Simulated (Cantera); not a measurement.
A perfectly stirred reactor is fed with 31.0 % H₂, 68.9 % O₂, 0.138 % N₂, equivalence ratio 0.23, at 1.73 Torr; it is held at 1025 K, and followed from long to short residence time.

Model: GRI-Mech 3.0 (53 species, 325 reactions), integrated in Cantera. Radical loss at walls, strong at low pressure, is not modelled. The temperature is held fixed by assumption; the heat of reaction is taken as removed at once.

One state of this run: x H₂ = 0.0486; x O₂ = 0.573; x O = 0.0440; x OH = 0.00756; x H₂O₂ = 6.59e-8. x: mole fraction; the columns are a selection and need not sum to one.

Q: Which value of τ (s) does it belong to?
(A) 0.0043
(B) 0.056
(C) 0.015
(D) 0.75

A: C, 0.015
